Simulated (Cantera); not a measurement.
Cantera run:

```python
import numpy as np
import cantera as ct

gas_names = """
    CL CL2 H HCL H2 Si SiCL SiCL2 SiCL3 SiCL4 SiH SiHCL3 SiH2 SiH2CL2 SiH3 SiH3CL SiH4 Si2 Si3
""".split()
cond_names = """
    Si(cr) Si(L)
""".split()


# ... load() reads the species with a 1 bar reference pressure and builds the phases ...
atoms = {
    'SiCl4': {'Si': 1, 'CL': 4},
    'HCl': {'H': 1, 'CL': 1},
    'H2': {'H': 2},
}
top_T = {}  # K; cautious upper limits of use, not melting points


# ... equilibrate(T, P, feed) seeds the gas with the atoms and calls Mixture.equilibrate('TP', solver="vcs", rtol=1e-11, max_steps=5000) ...
results = []
feed = {'SiCl4': 1, 'HCl': 1.5, 'H2': 1.2}  # mol
T = 750  # K
P = 100000  # Pa
mix = equilibrate(T, P, feed)
results.append((T, P, feed, dict(zip(mix.species_names, mix.species_moles))))
print(gas.report(threshold=0.0001))
for i in range(1, mix.n_phases):
    print(f"{mix.phase(i).name:16s} {mix.phase_moles(i):12.5e} mol")
```

Result:

```
       temperature   750 K
          pressure   1e+05 Pa
           density   0.98381 kg/m^3
  mean mol. weight   61.349 kg/kmol
   phase of matter   gas

                          1 kg             1 kmol
                     ---------------   ---------------
          enthalpy       -3.1729e+06       -1.9465e+08  J
   internal energy       -3.2745e+06       -2.0089e+08  J
           entropy            4254.5        2.6101e+05  J/K
    Gibbs function       -6.3638e+06       -3.9041e+08  J
 heat capacity c_p            815.61             50037  J/K
 heat capacity c_v            680.08             41722  J/K

                      mass frac. Y      mole frac. X     chem. pot. / RT
                     ---------------   ---------------   ---------------
               HCL           0.24098            0.4055           -39.311
                H2          0.010654           0.32423           -17.967
             SiCL4           0.74815           0.27017           -151.12
     [  +16 minor]        0.00021594        9.7811e-05

Si(cr)            0.00000e+00 mol
```

Cantera equilibrium calculation (NASA polynomials, part measured and part estimated; ideal gas, pure solids and liquids).
